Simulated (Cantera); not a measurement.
A Cantera script and what it prints.

```python
import numpy as np
import cantera as ct

gas_names = [...]  # 87 gases of nasa_gas.yaml made of C, H, Si
cond_names = """
    C(gr) C6H6(L) C7H8(L) C8H18(L),n-octa Si(cr) Si(L) SiC(b)
""".split()


# ... load() reads the species with a 1 bar reference pressure and builds the phases ...
atoms = {
    'SiH4': {'Si': 1, 'H': 4},
    'C3H8': {'C': 3, 'H': 8},
    'H2': {'H': 2},
    'CH4': {'C': 1, 'H': 4},
}
top_T = {'C(gr)': 4500, 'SiC(b)': 3050}  # K; cautious upper limits of use, not melting points


# ... equilibrate(T, P, feed) seeds the gas with the atoms and calls Mixture.equilibrate('TP', solver="vcs", rtol=1e-11, max_steps=5000) ...
results = []
feed = {'SiH4': 1, 'C3H8': 0.54, 'H2': 1800, 'CH4': 1.1}  # mol
T = 2123  # K
for P in [100, 320, 1000, 3200, 10000, 32000, 100000]:
    mix = equilibrate(T, P, feed)
    results.append((T, P, feed, dict(zip(mix.species_names, mix.species_moles))))

top = {s: max(r[3][s] / sum(r[3][g] for g in gas_names) for r in results) for s in gas_names}
cols = sorted((s for s in top if top[s] > 0.0001), key=lambda s: -top[s])[:8]
seen = [c for c in cond_names if any(r[3].get(c, 0) > 1e-12 for r in results)]
print("log10 of partial pressures in bar; condensed amounts in mol")
print(f"{'P/Pa':>10s}" + "".join(f"{s[:9]:>10s}" for s in cols + seen))
for T, P, feed, n in results:
    ng = sum(n[g] for g in gas_names)
    print(f"{P:10.4g}" + "".join(f"{np.log10(max(n[s] / ng * P / 1e5, 1e-99)):10.3f}" for s in cols)
          + "".join(f"{n.get(c, 0):10.4g}" for c in seen))
```

Result:

```
log10 of partial pressures in bar; condensed amounts in mol
      P/Pa        H2         H C2H2,acet        Si       CH4    SiC(b)
       100    -3.050    -3.970    -6.160    -6.303    -9.769         0
       320    -2.523    -3.707    -5.644    -5.795    -8.721         0
      1000    -2.016    -3.453    -5.144    -5.312    -7.711         0
      3200    -1.504    -3.197    -4.638    -4.844    -6.690         0
     1e+04    -1.005    -2.948    -4.212    -4.631    -5.729    0.4051
   3.2e+04    -0.498    -2.694    -3.786    -4.591    -4.755    0.7396
     1e+05    -0.002    -2.446    -3.369    -4.552    -3.802    0.8557
```

Method: chemical equilibrium by Gibbs-energy minimisation in Cantera with the NASA 1993 tables (ideal gas, pure condensed phases). Gases not in the tables: Si2H6 and higher silanes.
